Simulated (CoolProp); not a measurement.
Properties of ethanol along the isobar 35.8 MPa.

Computed with CoolProp (reference Helmholtz-energy equation of state, Schroeder 2014).

```csv
T (K),phase,viscosity (µPa s),conductivity (mW/(m K))
217.3,liquid,9200,203
230.7,liquid,6150,198
244.1,liquid,4280,194
257.5,liquid,3070,190
270.9,liquid,2260,186
284.4,liquid,1700,183
297.8,liquid,1320,181
311.2,liquid,1040,178
324.6,liquid,833,176
338,liquid,680,174
351.5,liquid,563,172
364.9,liquid,472,170
378.3,liquid,401,169
391.7,liquid,344,167
```

Viscosity comes from a separate model (Kiselev 2005). Thermal conductivity comes from a separate model (Assael 2013).
